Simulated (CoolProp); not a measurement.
Properties of CHF3 (R23) along the isobar 2720 kPa.

The numbers come from the reference Helmholtz-energy equation of state, Penoncello 2003 in CoolProp.

```csv
T (°C),phase,cp (kJ/(kg K)),cv (kJ/(kg K)),speed of sound (m/s),conductivity (mW/(m K)),Prandtl number,fugacity coefficient
-11.35,liquid,1.580,0.7597,436.2,87.5,2.06,0.5374
17.25,gas,1.264,0.7513,166.0,18.0,1.10,0.7800
31.55,gas,1.082,0.7187,177.9,18.2,0.956,0.8146
45.85,gas,1.004,0.7104,187.4,18.7,0.894,0.8422
60.05,gas,0.9670,0.7132,195.4,19.2,0.865,0.8646
74.35,gas,0.9493,0.7219,202.6,19.8,0.852,0.8833
88.65,gas,0.9427,0.7338,209.1,20.4,0.848,0.8991
102.95,gas,0.9428,0.7476,215.2,21.1,0.848,0.9125
117.25,gas,0.9471,0.7625,220.8,21.7,0.851,0.9239
131.55,gas,0.9542,0.7779,226.2,22.4,0.857,0.9338
145.85,gas,0.9631,0.7936,231.3,23.1,0.863,0.9423
160.05,gas,0.9732,0.8092,236.1,23.7,0.870,0.9497
174.35,gas,0.9841,0.8248,240.8,24.4,0.878,0.9562
```

Viscosity comes from a separate model (Shan 2000). Thermal conductivity comes from a separate model (Shan 2000).
